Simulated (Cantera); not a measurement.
What does this Cantera script print?

```python
import numpy as np
import cantera as ct

gas = ct.Solution("gri30.yaml")
gas.TPX = 323, 16000, {'CH3OH': 1, 'O2': 2.24, 'N2': 8.42}
flame = ct.FreeFlame(gas, width=0.14)
flame.set_refine_criteria(ratio=3, slope=0.08, curve=0.16)
flame.transport_model = "mixture-averaged"
flame.solve(loglevel=0, auto=True)
z, T = flame.grid, flame.T
thick = (T[-1] - T[0]) / np.gradient(T, z).max()
show = ['CH3OH', 'O2', 'HCO', 'C2H6', 'NO', 'CH4']
print(f"laminar burning velocity  {flame.velocity[0] * 100:.3f} cm/s")
print(f"burnt temperature         {T[-1]:.1f} K")
print(f"thermal thickness         {thick * 1e3:.4f} mm")
print(f"grid points               {len(z)}")
z0 = z[flame.heat_release_rate.argmax()]
print(f"{'z/mm':>9s}{'T/K':>9s}{'u/(m/s)':>9s}" + "".join(f"{s:>11s}" for s in show))
rows = []
for k in (-3, -2, -1.5, -1, -0.5, -0.25, 0, 0.25, 0.5, 1, 2, 4, 8):
    zz = z0 + k * thick
    rows.append([k * thick, np.interp(zz, z, T), np.interp(zz, z, flame.velocity),
                 *(np.interp(zz, z, flame.X[gas.species_index(s)]) for s in show)])
    print(f"{rows[-1][0] * 1e3:9.3f}{rows[-1][1]:9.1f}{rows[-1][2]:9.3f}" + "".join(f"{x:11.3e}" for x in rows[-1][3:]))
```

Result:

```
laminar burning velocity  28.208 cm/s
burnt temperature         1853.5 K
thermal thickness         2.8630 mm
grid points               123
     z/mm      T/K  u/(m/s)      CH3OH         O2        HCO       C2H6         NO        CH4
   -8.589    323.3    0.283  8.570e-02  1.920e-01  1.041e-22  5.249e-13  1.990e-12  5.098e-09
   -5.726    327.0    0.286  8.553e-02  1.915e-01  8.775e-20  1.231e-11  2.844e-11  6.096e-08
   -4.294    341.7    0.300  8.500e-02  1.901e-01  1.073e-17  9.112e-11  1.592e-10  2.721e-07
   -2.863    436.7    0.386  8.079e-02  1.824e-01  1.982e-14  1.072e-09  1.897e-09  1.558e-06
   -1.431    811.9    0.734  5.725e-02  1.520e-01  2.808e-09  8.571e-09  3.976e-08  6.644e-06
   -0.716   1144.1    1.053  3.062e-02  1.234e-01  1.584e-06  1.867e-08  1.680e-07  1.135e-05
    0.000   1487.2    1.389  3.155e-03  9.183e-02  6.240e-05  1.889e-08  4.474e-07  1.204e-05
    0.716   1576.1    1.470  8.077e-06  7.595e-02  1.777e-06  1.130e-10  7.115e-07  1.413e-06
    1.431   1606.6    1.491  7.693e-09  6.988e-02  9.686e-09  1.035e-13  9.945e-07  6.023e-08
    2.863   1650.1    1.524  1.723e-13  6.591e-02  2.716e-09  5.880e-19  1.535e-06  1.225e-10
    5.726   1704.0    1.568  1.073e-18  6.372e-02  1.139e-09  3.149e-27  2.395e-06  8.351e-16
   11.452   1760.1    1.615  3.705e-20  6.229e-02  3.972e-10 -1.895e-32  3.565e-06  4.270e-20
   22.904   1806.7    1.653  6.200e-21  6.125e-02  8.530e-11 -2.488e-33  5.076e-06  4.393e-21
```

Cantera simulation using GRI-Mech 3.0 (53 species, 325 reactions); the numbers are that mechanism's predictions, not measurements. GRI-Mech 3.0 was tuned for natural gas; its chemistry of methanol as a main component is partial and can be far from experiment. Burning velocities carry a grid error of a few per cent, more on coarse grids.
